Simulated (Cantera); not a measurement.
A closed system holds: 1 mol SiF₄, 0.24 mol NH₃, 1.2 mol N₂, held at 1000 °C and 1.50 mbar.

These are equilibrium values from Cantera (NASA tables, ideal gas, pure condensed phases), not measurements of a reactor. Candidate condensed phases: Si, Si₃N₄; 37 gas species. The tables' values for SiF₃, SiF₂ are old estimates; treat these amounts as uncertain. Rates play no part.

Base state: N₂ 0.491, SiF₄ 0.366, H₂ 0.131, HF 0.00593, SiF₃ 0.00522, SiHF₃ 0.000578, SiF₂ 6.75e-5 (mole fractions); condensed: gas only.

Q: What changes in the equilibrium state with this change: 1.3 mol H₂O added?

A: 
| species | before | after |
|---|---|---|
| HF | 0.00593 | 0.528 |
| N₂ | 0.491 | 0.288 |
| SiF₄ | 0.366 | 0.0860 |
| H₂O | 0 | 0.0194 |
| H₂ | 0.131 | 0.0785 |
| SiF₂ | 6.75e-5 | 1.20e-9 |
| SiHF₃ | 0.000578 | 9.16e-7 |
| SiF₃ | 0.00522 | 1.07e-5 |
| SiO₂(β-quartz), mol | 0 | 0.605 |
The tables' values for SiF₃ are old estimates; treat these amounts as uncertain. The tables hold silica as quartz up to 1696 K and as liquid above; real silica turns to tridymite and cristobalite and melts near 1996 K. Further candidate phases: H₂O, SiO₂, Si₂N₂O.
